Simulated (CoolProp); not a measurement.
Vapour-liquid equilibrium of p-xylene (1) + n-decane (2) at 154.05 °C; x and y are mole fractions of (1).

The numbers come from the multi-fluid Helmholtz-energy mixture model, Zhou 2012 and Lemmon 2006; pair parameters Bell 2016 in CoolProp.

| x | bubble pressure, mixture model (MPa) | bubble pressure, Raoult's law (MPa) | y, mixture model | y, Raoult's law |
|---|---|---|---|---|
| 0.05 | 0.06413 | 0.06369 | 0.121 | 0.119 |
| 0.2 | 0.07889 | 0.07756 | 0.390 | 0.391 |
| 0.35 | 0.09306 | 0.09144 | 0.573 | 0.580 |
| 0.5 | 0.1068 | 0.1053 | 0.708 | 0.720 |
| 0.65 | 0.1203 | 0.1192 | 0.814 | 0.827 |
| 0.8 | 0.1337 | 0.1331 | 0.902 | 0.911 |
| 0.95 | 0.1471 | 0.1469 | 0.977 | 0.980 |

The largest gap from Raoult's law is +1.8 % in bubble pressure, at x = 0.35. No azeotrope shows between x = 0.05 and 0.95.

The pair parameters rest on a limited set of measurements; away from them the model extrapolates.
